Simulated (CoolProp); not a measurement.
Properties of n-perfluorohexane along the isotherm 314.6 K.

Model: reference Helmholtz-energy equation of state, Gao 2022, in CoolProp.

| p (kPa) | phase | speed of sound (m/s) | isothermal compressibility (1/MPa) |
|---|---|---|---|
| 72.6 | liquid | 469.8 | 0.003414 |
| 145 | liquid | 470.4 | 0.003404 |
| 218 | liquid | [?] | [?] |
| 290 | liquid | 471.6 | 0.003384 |
| 363 | liquid | 472.2 | 0.003374 |
| 435 | liquid | 472.8 | 0.003364 |
| 508 | liquid | [?] | [?] |
| 581 | liquid | 474.0 | 0.003344 |
| 653 | liquid | 474.6 | 0.003334 |
| 726 | liquid | 475.2 | [?] |
| 798 | liquid | 475.8 | 0.003315 |
| 871 | liquid | 476.4 | 0.003306 |

### Question
Some entries are withheld; supply them.

### Answer

- 218, speed of sound (m/s): 471.0
- 218, isothermal compressibility (1/MPa): 0.003394
- 508, speed of sound (m/s): 473.4
- 508, isothermal compressibility (1/MPa): 0.003354
- 726, isothermal compressibility (1/MPa): 0.003325
